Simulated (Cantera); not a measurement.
A Cantera script and what it prints.

```python
import numpy as np
import cantera as ct

gas_names = """
    B BH BH2 BH3 BN BO BO2 B2 B2O B2O2 B2O3 B3O3H3 H HBO HBO2 HNO HNO2 HNO3 HO2 H2 H2O H2O2 H3B3O6 N NH
    NH2 NH3 NH2OH NO NO2 NO3 N2 N2H2 N2H4 N2O O OH O2 O3
""".split()
cond_names = """
    B(b) B(L) BN(s) B2O3(L) B3O3H3(cr) H2O(s) H2O(L)
""".split()


# ... load() reads the species with a 1 bar reference pressure and builds the phases ...
atoms = {
    'borazine': {'B': 3, 'N': 3, 'H': 6},
    'O2': {'O': 2},
    'H2O': {'H': 2, 'O': 1},
}
top_T = {'BN(s)': 3200}  # K; cautious upper limits of use, not melting points


# ... equilibrate(T, P, feed) seeds the gas with the atoms and calls Mixture.equilibrate('TP', solver="vcs", rtol=1e-11, max_steps=5000) ...
results = []
feed = {'borazine': 1, 'O2': 0.38, 'H2O': 3.7}  # mol
T = 2250  # K
P = 1300  # Pa
mix = equilibrate(T, P, feed)
results.append((T, P, feed, dict(zip(mix.species_names, mix.species_moles))))
print(gas.report(threshold=1e-06))
for i in range(1, mix.n_phases):
    print(f"{mix.phase(i).name:16s} {mix.phase_moles(i):12.5e} mol")
```

Result:

```
       temperature   2250 K
          pressure   1300 Pa
           density   0.0010879 kg/m^3
  mean mol. weight   15.656 kg/kmol
   phase of matter   gas

                          1 kg             1 kmol
                     ---------------   ---------------
          enthalpy       -1.1561e+06         -1.81e+07  J
   internal energy        -2.351e+06       -3.6808e+07  J
           entropy             18379        2.8774e+05  J/K
    Gibbs function       -4.2508e+07        -6.655e+08  J
 heat capacity c_p            2782.8             43568  J/K
 heat capacity c_v            2251.8             35254  J/K

                      mass frac. Y      mole frac. X     chem. pot. / RT
                     ---------------   ---------------   ---------------
                BO          0.074033          0.043234           -36.363
               BO2         0.0029031         0.0010617            -61.39
              B2O2          0.021672         0.0063282           -72.725
              B2O3            0.2825          0.063532           -97.752
                 H         0.0031595          0.049073           -12.386
               HBO          0.076164          0.042867           -48.748
              HBO2           0.19012          0.067931           -73.775
                H2          0.073091           0.56761           -24.771
               H2O          0.012429          0.010801           -49.798
                NO        6.5967e-06        3.4419e-06           -41.828
                N2           0.26376           0.14741           -33.602
                 O         8.547e-06        8.3637e-06           -25.027
                OH        0.00015239        0.00014029           -37.413
     [  +26 minor]        1.8228e-06        1.2388e-06

B(b)              0.00000e+00 mol
BN(s)             0.00000e+00 mol
B2O3(L)           0.00000e+00 mol
```

Cantera equilibrium calculation (NASA polynomials, part measured and part estimated; ideal gas, pure solids and liquids). The feed counts by its element totals alone.
